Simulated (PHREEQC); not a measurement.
Synthetic water in mg/L, 85 °C, pH 3.8, pe 12.2:

| constituent | mg/L |
|---|---|
| Na | 99.9 |
| K | 4.16 |
| Ca | 63.7 |
| Mg | 18.2 |
| Cl | 51.7 |
| S(6) as SO4 | 400 |
| Al | 0.325 |

Valence states are taken as typed.

Equilibrium calculation in PHREEQC: ion-association model, phreeqc.dat.

| Quantity | Result |
|---|---|
| ionic strength | 0.0127 mol/kgw |
| specific conductance | 2550 µS/cm |
| total alkalinity | -0.333 meq/kg |
| charge-balance error | -1.8 % |

```json
[
 {"species": "Na+", "molality": "0.00429", "activity": "0.00378", "log γ": "-0.055"},
 {"species": "SO4-2", "molality": "0.00319", "activity": "0.00193", "log γ": "-0.219"},
 {"species": "Cl-", "molality": "0.00146", "activity": "0.00128", "log γ": "-0.057"},
 {"species": "Ca+2", "molality": "0.00122", "activity": "0.000741", "log γ": "-0.217"},
 {"species": "Mg+2", "molality": "0.000375", "activity": "0.000229", "log γ": "-0.213"},
 {"species": "MgSO4", "molality": "0.000374", "activity": "0.000376", "log γ": "0.001"},
 {"species": "CaSO4", "molality": "0.000368", "activity": "0.000369", "log γ": "0.001"},
 {"species": "H+", "molality": "0.000177", "activity": "0.000159", "log γ": "-0.048"},
 {"species": "HSO4-", "molality": "0.000160", "activity": "0.000141", "log γ": "-0.056"},
 {"species": "K+", "molality": "0.000103", "activity": "9.04e-5", "log γ": "-0.057"}
]
```

This is a speciation only: nothing precipitates in the calculation. At this temperature some constants are extrapolated from 25 °C, and those without enthalpy data are left unchanged.
